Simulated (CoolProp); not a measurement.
A single-stage vapour-compression cycle with n-perfluoropentane: evaporating at 329.15 K (dew point), condensing at 391.15 K (bubble point), superheat 8 K, subcooling 8 K, compressor efficiency 0.6, no pressure losses. Each further row changes one setting.

The numbers come from the reference Helmholtz-energy equation of state, Gao 2022 in CoolProp.

```csv
case,cooling COP,pressure ratio,discharge temperature (K),refrigerating effect (kJ/kg),volumetric capacity (kJ/m³)
as stated,1.39,4.64,391.1,25.5,714
evaporating temperature 334.15 K,1.75,4.01,391.1,29.4,951
condensing temperature 386.15 K,1.81,4.18,386.1,31.8,888
subcooling 13 K,1.73,4.64,391.1,31.9,890
superheat 18 K,1.68,4.64,391.1,34.5,926
compressor efficiency 0.5,1.16,4.64,391.1,25.5,714
```

The compression ends wet for: as stated; evaporating temperature 334.15 K; condensing temperature 386.15 K; subcooling 13 K; superheat 18 K; compressor efficiency 0.5.
